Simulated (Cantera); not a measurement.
Feed: 1 mol TiC, 0.098 mol H2, equilibrated at 75.0 Torr.

Equilibrium computed with Cantera from the NASA thermochemical tables; the gas is ideal and each condensed phase is pure. Candidate condensed phases: C, C6H6, C7H8, C8H18, Ti, TiC; 77 gas species. TiC: taken at fixed stoichiometry. Rates play no part. All values below are at 2275 °C.

Base state: H2 0.906, H 0.0931, Ti 0.000283, C2H2 (acetylene) 0.000138 (mole fractions); condensed: TiC(s).

Q: What changes in the equilibrium state with this change: pressure from 75.0 Torr to 14.3 Torr?

A: 
| species | before | after |
|---|---|---|
| H2 | 0.906 | 0.798 |
| H | 0.0931 | 0.200 |
| Ti | 0.000283 | 0.000823 |
| C2H2 (acetylene) | 0.000138 | 0.000399 |
| TiC(s), mol | 1.000 | 1.000 |
